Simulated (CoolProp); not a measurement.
Vapour-liquid equilibrium of hydrogen sulfide (1) + propane (2) at -10.95 °C; x and y are mole fractions of (1).

Model: multi-fluid Helmholtz-energy mixture model, Lemmon 2006 and Lemmon 2009; pair parameters Kunz 2012, in CoolProp.

```tsv
x	bubble pressure, mixture model (kPa)	bubble pressure, Raoult's law (kPa)	y, mixture model	y, Raoult's law
0.05	411.4	354.7	0.209	0.104
0.2	576.8	415.3	0.490	0.355
0.35	674.8	475.8	0.610	0.543
0.5	732.6	536.3	0.683	0.688
0.65	765.9	596.9	0.742	0.804
0.8	780.6	657.4	0.808	0.898
0.95	762.3	718.0	0.927	0.977
```

The largest gap from Raoult's law is +41.8 % in bubble pressure, at x = 0.35. y crosses x between x = 0.8 and 0.95: the model has an azeotrope there.

The pair parameters rest on a limited set of measurements; away from them the model extrapolates.
